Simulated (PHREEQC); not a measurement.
Make-up at 20 °C: 57 mmol/kgw HF, 3.9 mmol/kgw (NH4)2SiF6 and 0.088 mmol/kgw H3BO3. Closed to the air; pH follows from the charge balance.

Equilibrium calculation in PHREEQC: ion-association model, phreeqc.dat.

Each row changes one thing in this solution. No solid was allowed to form.

```json
[
 {"case": "as made", "pH": "2.18", "ionic strength (mol/kgw)": "0.0191", "HF (mol/kgw)": "0.0483", "F- (mol/kgw)": "0.00618", "HF2- (mol/kgw)": "0.00110", "BF3OH- (mol/kgw)": "6.02e-7", "SI of Quartz (SiO2)": "-6.62"},
 {"case": "H3BO3 from 8.8e-05 to 0.00044 mol/kgw", "pH": "2.18", "ionic strength (mol/kgw)": "…", "HF (mol/kgw)": "0.0472", "F- (mol/kgw)": "0.00597", "HF2- (mol/kgw)": "0.00104", "BF3OH- (mol/kgw)": "3.08e-6", "SI of Quartz (SiO2)": "-6.55"},
 {"case": "temperature from 20 to 80 °C", "pH": "…", "ionic strength (mol/kgw)": "0.0160", "HF (mol/kgw)": "0.0516", "F- (mol/kgw)": "0.00349", "HF2- (mol/kgw)": "0.000773", "BF3OH- (mol/kgw)": "1.91e-6", "SI of Quartz (SiO2)": "-2.90"},
 {"case": "diluted 2-fold with water", "pH": "2.36", "ionic strength (mol/kgw)": "0.0106", "HF (mol/kgw)": "0.0232", "F- (mol/kgw)": "0.00435", "HF2- (mol/kgw)": "0.000372", "BF3OH- (mol/kgw)": "6.22e-7", "SI of Quartz (SiO2)": "-5.32"},
 {"case": "HF replaced by NaHF2 at the same molality", "pH": "3.04", "ionic strength (mol/kgw)": "0.0688", "HF (mol/kgw)": "0.0472", "F- (mol/kgw)": "0.0486", "HF2- (mol/kgw)": "0.00843", "BF3OH- (mol/kgw)": "6.07e-7", "SI of Quartz (SiO2)": "-8.45"}
]
```

Task: What belongs in the gaps?

Result: 
- H3BO3 from 8.8e-05 to 0.00044 mol/kgw, ionic strength (mol/kgw): 0.0192
- temperature from 20 to 80 °C, pH: 2.41

Complexes and solids missing from the database can't appear. Away from 25 °C the constants follow the database's enthalpies or fits; those with neither stay at their 25 °C values. SiF6-2 is the database's only silicon fluoride. Real BF4- forms and hydrolyses slowly; the run takes it at equilibrium.
